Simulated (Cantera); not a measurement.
Feed: 1 mol SiH₂Cl₂, 4.6 mol N₂, held at 0.0100 bar.

Cantera equilibrium calculation (NASA polynomials, part measured and part estimated; ideal gas, pure solids and liquids). Candidate condensed phases: NH₄Cl, Si, Si₃N₄; 28 gas species. N₂ is the only nitrogen source here; it is nearly inert below about 1500 K, so the nitride shown seldom forms there in practice. The tables' values for SiCl₃ are old estimates; treat these amounts as uncertain. Equilibrium is a limit: real reactors are often held back by kinetics, nucleation or transport. All values below are at 1100 °C.

Base state: N₂ 0.686, HCl 0.216, H₂ 0.0597, SiCl₄ 0.0178, SiCl₂ 0.0132, SiCl₃ 0.00711, SiHCl₃ 0.000310, Cl 2.44e-5 (mole fractions); condensed: Si₃N₄(s).

Task: What changes in the equilibrium state with this change: N₂ from 4.6 to 43 mol?

Result: 
```
species          before     after
-------------  --------  --------
N₂                0.686     0.956
HCl               0.216    0.0337
H₂               0.0597   0.00567
SiCl₄            0.0178  0.000929
SiCl₂            0.0132   0.00270
SiHCl₃         0.000310   9.90e-6
SiCl₃           0.00711  0.000736
Si₃N₄(s), mol     0.257     0.269
```
